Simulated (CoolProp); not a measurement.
Vapour-liquid equilibrium of ethylbenzene (1) + n-nonane (2) at 45.75 °C; x and y are mole fractions of (1).

Model: multi-fluid Helmholtz-energy mixture model, Zhou 2012 and Lemmon 2006; pair parameters Bell 2016, in CoolProp.

```tsv
x	bubble pressure, mixture model (MPa)	bubble pressure, Raoult's law (MPa)	y, mixture model	y, Raoult's law
0.05	0.002088	0.002030	0.119	0.094
0.15	0.002378	0.002219	0.305	0.259
0.25	0.002641	0.002408	0.443	0.397
0.35	0.002874	0.002598	0.549	0.516
0.45	0.003079	0.002787	0.635	0.618
0.55	0.003259	0.002976	0.707	0.707
0.65	0.003416	0.003166	0.772	0.786
0.75	0.003555	0.003355	0.833	0.856
0.85	0.003677	0.003544	0.895	0.918
0.95	0.003783	0.003733	0.963	0.974
```

The largest gap from Raoult's law is +10.6 % in bubble pressure, at x = 0.35. No azeotrope shows between x = 0.05 and 0.95.

The pair parameters rest on a limited set of measurements; away from them the model extrapolates.
